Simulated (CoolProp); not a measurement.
Values from CoolProp's reference Helmholtz-energy equation of state, Setzmann 1991.

### Question
Give the vapour pressure (MPa), liquid density (kg/m³), enthalpy of vaporisation (kJ/kg) of saturated methane at 99.3, 162.4, 172.9 K.

### Answer
```
T (K)  p (MPa)  liquid density (kg/m³)  enthalpy of vaporisation (kJ/kg)
-----  -------  ----------------------  --------------------------------
99.3    0.0319                     440                               532
162.4     1.75                     331                               361
172.9     2.58                     302                               302
```
